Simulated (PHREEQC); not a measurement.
**Alkaline etch or developer**

Dissolve 0.0087 mol/kgw LiOH and 6.8e-05 mol/kgw K2CO3 at 25 °C. Closed to the air; pH follows from the charge balance.

Equilibrium calculation in PHREEQC: ion-association model, phreeqc.dat.

Each row changes one thing in this solution. Precipitation was switched off in this run.

```
case                                             pH  ionic strength (mol/kgw)  CO3-2 (mol/kgw)  HCO3- (mol/kgw)
--------------------------------------------  -----  ------------------------  ---------------  ---------------
as made                                       11.89                   0.00890          6.66e-5          1.37e-6
temperature from 25 to 40 °C                  11.43                   0.00890          6.50e-5          3.01e-6
temperature from 25 to 60 °C                  10.91                   0.00890          6.04e-5          7.65e-6
LiOH from 0.0087 to 0.00174 mol/kgw           11.22                   0.00194          6.11e-5          6.87e-6
LiOH from 0.0087 to 0.00087 mol/kgw           10.93                   0.00106          5.54e-5          1.26e-5
LiOH replaced by Li2SO4 at the same molality   9.64                    0.0256          1.64e-5          5.16e-5
```

Complexes and solids missing from the database can't appear. Away from 25 °C the constants follow the database's enthalpies or fits; those with neither stay at their 25 °C values.
